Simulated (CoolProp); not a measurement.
R507A along the isotherm 253.8 K: density (kg/m³) from the reference equation and from simpler models built on Tc = 343.8 K, pc = 3.705 MPa, ω = 0.286; each cubic takes its own stable root.

Computed with CoolProp (reference Helmholtz-energy equation of state, Lemmon 2003). It is a pseudo-pure fit of the blend.

```csv
p (MPa),phase,reference,van der Waals,Redlich-Kwong,Soave-Redlich-Kwong,Peng-Robinson
0.0586,gas,2.794,2.772,2.781,2.785,2.787
0.133,gas,6.490,6.372,6.419,6.440,6.452
0.691,liquid,1229,37.12,1017,1068,1211
1.57,liquid,1233,712.7,1025,1074,1216
3.58,liquid,1241,731.5,1041,1086,1228
8.14,liquid,1258,762.2,1071,1109,1250
18.5,liquid,1291,805.5,1121,1149,1290
```

At some of these states van der Waals gives the other phase, because its saturation line lies elsewhere.
